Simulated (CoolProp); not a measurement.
Computed with CoolProp (reference Helmholtz-energy equation of state, Marx 1992).

Give the vapour pressure (kPa), vapour density (kg/m³), enthalpy of vaporisation (kJ/kg), liquid cp (kJ/(kg K)) of saturated R113 at 337.7, 382.7, 395.5 K.


```tsv
T (K)	p (kPa)	vapour density (kg/m³)	enthalpy of vaporisation (kJ/kg)	liquid cp (kJ/(kg K))
337.7	172	12.2	139	0.959
382.7	543	37.0	121	1.02
395.5	715	48.8	115	1.04
```
